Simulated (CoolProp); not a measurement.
The numbers come from the reference Helmholtz-energy equation of state, McLinden 2020 in CoolProp.

Q: For R1336mzz(Z), give the phase and the speed of sound (m/s), fugacity coefficient at 459.7 K and 2230 kPa; 459.7 K and 3910 kPa.

A: 
- 459.7 K and 2230 kPa: gas; speed of sound 115, fugacity coefficient 0.768
- 459.7 K and 3910 kPa: supercritical; speed of sound 88.6, fugacity coefficient 0.591
